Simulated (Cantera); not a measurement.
Input: 1 mol Si2Cl6, 0.019 mol Cl2, 41 mol H2, equilibrated at 952 °C.

Method: chemical equilibrium by Gibbs-energy minimisation in Cantera with the NASA 1993 tables (ideal gas, pure condensed phases). Candidate condensed phases: Si; 19 gas species. The feed counts by its element totals alone. The tables' values for SiCl3 are old estimates; treat these amounts as uncertain. Rates play no part.

x: gas mole fraction; n: condensed amount in mol.

```tsv
P (Pa)	x H2	x HCl	x SiCl2	x SiHCl3	x SiCl4	x SiCl3	x SiH2Cl2	n Si(s)
100	0.889	0.0876	0.0211	0.000223	0.000706	0.00137	9.44e-6	0.973
230	0.891	0.0851	0.0198	?	?	0.00190	?	0.963
540	0.895	0.0809	0.0178	0.000943	0.00273	0.00248	4.35e-5	0.947
1300	0.901	0.0747	0.0151	0.00178	0.00472	0.00300	8.92e-5	0.922
2900	0.907	0.0675	0.0123	0.00291	0.00694	0.00328	0.000163	0.887
6800	0.914	0.0591	0.00931	0.00453	0.00938	0.00332	0.000292	0.837
16000	0.921	?	?	?	?	0.00313	?	?
37000	0.927	0.0423	0.00470	0.00891	0.0130	0.00278	0.000814	0.700
86000	0.933	0.0349	0.00318	0.0116	0.0138	0.00236	0.00129	0.618
200000	0.937	0.0284	0.00210	0.0144	0.0140	0.00192	0.00198	0.530
```

Problem. Some entries are withheld; supply them.

Solution. 
- 16000, x HCl: 0.0504
- 16000, x SiCl2: 0.00672
- 16000, x SiHCl3: 0.00656
- 16000, x SiCl4: 0.0115
- 16000, x SiH2Cl2: 0.000500
- 16000, n Si(s): 0.773
- 230, x SiHCl3: 0.000469
- 230, x SiCl4: 0.00144
- 230, x SiH2Cl2: 2.05e-5
